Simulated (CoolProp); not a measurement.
Vapour-liquid equilibrium of carbon dioxide (1) + CHF3 (R23) (2) at 12.9 bar; x and y are mole fractions of (1).

Model: multi-fluid Helmholtz-energy mixture model, Span 1996 and Penoncello 2003; pair parameters Bell 2016, in CoolProp.

| x | bubble temperature, mixture model (K) | bubble temperature, Raoult's law (K) | y, mixture model | y, Raoult's law |
|---|---|---|---|---|
| 0.05 | 249.8 | 250.0 | 0.069 | 0.069 |
| 0.15 | 248.1 | 248.8 | 0.200 | 0.200 |
| 0.25 | 246.6 | 247.6 | 0.319 | 0.320 |
| 0.35 | 245.3 | 246.5 | 0.428 | 0.433 |
| 0.45 | 244.1 | 245.4 | 0.527 | 0.537 |
| 0.55 | 243.1 | 244.4 | 0.618 | 0.634 |
| 0.65 | 242.2 | 243.4 | 0.705 | 0.725 |
| 0.75 | 241.4 | 242.4 | 0.788 | 0.810 |
| 0.85 | 240.8 | 241.5 | 0.870 | 0.889 |
| 0.95 | 240.3 | 240.6 | 0.955 | 0.964 |

The largest gap from Raoult's law is -1.3 K in bubble temperature, at x = 0.55. No azeotrope shows between x = 0.05 and 0.95.

The pair parameters rest on a limited set of measurements; away from them the model extrapolates.
